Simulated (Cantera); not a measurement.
An adiabatic, constant-pressure homogeneous reactor starts with 3.76 % CH₄, 4.89 % H₂, 19.2 % O₂, 72.2 % N₂, equivalence ratio 0.52, at 1225 K and 20.0 bar.

Model: GRI-Mech 3.0 (53 species, 325 reactions), integrated in Cantera. The pressure lies above the range GRI-Mech 3.0 was tuned for (to about 10 atm).

Problem. Predict: time of steepest temperature rise; temperature at 0.400 s; equilibrium temperature; x(H₂) at 0.400 s; x(O₂) at 0.400 s; x(NO₂) at 0.400 s.

Solution. 
| Property | Result |
|---|---|
| time of steepest temperature rise | 0.158 ms |
| temperature at 0.400 s | 2314 K |
| equilibrium temperature | 2314 K |
| x(H₂) at 0.400 s | 0.000213 (gas-phase equilibrium 0.000213) |
| x(O₂) at 0.400 s | 0.0885 (gas-phase equilibrium 0.0885) |
| x(NO₂) at 0.400 s | 3.23e-5 (gas-phase equilibrium 3.23e-5) |
